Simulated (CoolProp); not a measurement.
Properties of propylene at several states (Tc = 91.1 °C, pc = 4.555 MPa, ω = 0.146).

Computed with CoolProp (reference Helmholtz-energy equation of state, Lemmon 2013).

```csv
T (°C),p (MPa),phase,density (kg/m³),expansivity (1/kK)
-19.15,4.91,liquid,580.3,2.210
-129.55,0.156,liquid,704.8,1.582
-43.95,0.712,liquid,606.2,2.060
-103.65,0.0167,liquid,675.8,1.669
231.25,0.431,gas,4.373,2.064
```
